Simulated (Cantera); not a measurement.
## Stirred combustor or abatement burner

A perfectly stirred reactor is fed with CH4 : C2H6 : C3H8 : O2 : N2 : H2O = 1 : 0.36 : 0.98 : 4.9 : 51 : 4.3 (molar parts), equivalence ratio 1.7, at 10.0 bar; it is adiabatic with a 673 K inlet, and is followed from long to short residence time, starting on the burning branch (τ in s: 0.087, 0.038, 0.016, 0.0071, 0.0031, 0.0013, 0.00057, 0.00025, 0.00011, 4.7e-05, 2e-05).

Model: GRI-Mech 3.0 (53 species, 325 reactions), integrated in Cantera. GRI-Mech 3.0 was tuned for natural gas; its chemistry of propane as a main component is partial and can be far from experiment.

| τ (s) | T (K) | x CH4 | x C2H6 | x C3H8 | x HCO | x CH3 | x CH2 | x CO |
|---|---|---|---|---|---|---|---|---|
| 0.087 | 1410 | 0.00807 | 0.000104 | 3.86e-5 | 7.57e-9 | 1.88e-5 | 7.67e-9 | 0.0269 |
| 0.038 | 1393 | 0.00797 | 0.000165 | 7.79e-5 | 1.73e-8 | 2.50e-5 | 1.11e-8 | 0.0300 |
| 0.016 | 1364 | 0.00797 | 0.000275 | 0.000169 | 4.33e-8 | 3.27e-5 | 1.37e-8 | 0.0331 |
| 0.0071 | 1313 | 0.00814 | 0.000471 | 0.000402 | 1.06e-7 | 3.79e-5 | 1.21e-8 | 0.0347 |
| 0.0031 | 1201 | 0.00828 | 0.000884 | 0.00136 | 2.31e-7 | 2.99e-5 | 6.85e-9 | 0.0321 |
| 0.0013 | 673 | 0.0160 | 0.00576 | 0.0157 | <1e-12 | <1e-12 | <1e-12 | <1e-12 |
| 0.00057 | 673 | 0.0160 | 0.00576 | 0.0157 | <1e-12 | <1e-12 | <1e-12 | <1e-12 |
| 0.00025 | 673 | 0.0160 | 0.00576 | 0.0157 | <1e-12 | <1e-12 | <1e-12 | <1e-12 |
| 0.00011 | 673 | 0.0160 | 0.00576 | 0.0157 | <1e-12 | <1e-12 | <1e-12 | <1e-12 |
| 4.7e-5 | 673 | 0.0160 | 0.00576 | 0.0157 | <1e-12 | <1e-12 | <1e-12 | <1e-12 |
| 2.0e-5 | 673 | 0.0160 | 0.00576 | 0.0157 | <1e-12 | <1e-12 | <1e-12 | <1e-12 |
x: mole fraction; the columns are a selection and need not sum to one.
